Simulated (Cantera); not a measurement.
An isothermal, constant-pressure homogeneous reactor starts with 75.2 % N₂O, 24.8 % O₂, at 1150 K and 100000 Pa.

Detailed kinetics in Cantera: GRI-Mech 3.0 (53 species, 325 reactions). GRI-Mech 3.0 was tuned for natural gas; its chemistry of N2O as a main component is partial and can be far from experiment. The mechanism lacks the step 2 NO + O2 → 2 NO2, which can matter for NO2 below about 1400 K. The temperature is held fixed by assumption; the heat of reaction is taken as removed at once.

x: mole fraction; the columns are a selection and need not sum to one.

```tsv
t (s)	x N₂O	x O₂	x NO₂	x N₂	x NO
3.00e-5	0.752	0.248	1.32e-12	3.99e-6	2.91e-7
8.23e-5	0.752	0.248	1.59e-11	1.21e-5	1.01e-6
0.000226	0.752	0.248	1.40e-10	3.44e-5	3.01e-6
0.000620	0.752	0.248	…	9.56e-5	8.48e-6
0.00170	0.752	0.248	…	0.000264	2.35e-5
0.00468	0.751	0.248	…	0.000724	6.46e-5
0.0128	0.749	0.249	…	0.00199	0.000177
0.0352	0.744	0.250	…	0.00543	0.000482
0.0967	0.731	0.253	…	0.0147	0.00130
0.265	0.696	0.262	…	0.0389	0.00341
0.729	0.612	0.282	…	0.0972	0.00837
2.00	0.446	0.323	…	0.213	0.0176
```

Q: Fill in the missing entries.

A: 
- 0.000620, x NO₂: 1.11e-9
- 0.00170, x NO₂: 8.47e-9
- 0.00468, x NO₂: 6.20e-8
- 0.0128, x NO₂: 4.26e-7
- 0.0352, x NO₂: 2.54e-6
- 0.0967, x NO₂: 1.15e-5
- 0.265, x NO₂: 3.80e-5
- 0.729, x NO₂: 0.000101
- 2.00, x NO₂: 0.000218
